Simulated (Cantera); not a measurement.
A closed system holds: 1 mol Si₃N₄, 0.019 mol CO₂, 89 mol N₂, equilibrated at 2098 K and 2.30 mbar.

Equilibrium computed with Cantera from the NASA thermochemical tables; the gas is ideal and each condensed phase is pure. The tables' values for SiN are old estimates; treat these amounts as uncertain. Kinetics and transport are ignored.

```
species             before   after
----------------  --------  ------
N₂                   0.969    1.00
Si                  0.0302   <1e-9
SiO               0.000337   <1e-9
SiN               0.000297   <1e-9
Si₂               0.000208   <1e-9
Si₂N              0.000190   <1e-9
Si₂C              0.000133   <1e-9
CO                 6.74e-5   <1e-9
Si₃                2.26e-5   <1e-9
C(graphite), mol         0  0.0190
Si₂N₂O(s), mol           0  0.0380
Si₃N₄(s), mol            0   0.975
```
Gas species are given as mole fractions.

Task: Which change was made?
A) N₂ from 89 to 1.1 mol
B) Si₃N₄ replaced by SiC
C) temperature from 2098 K to 923.15 K
D) N₂ from 89 to 1.4 mol

Result: C, temperature from 2098 K to 923.15 K
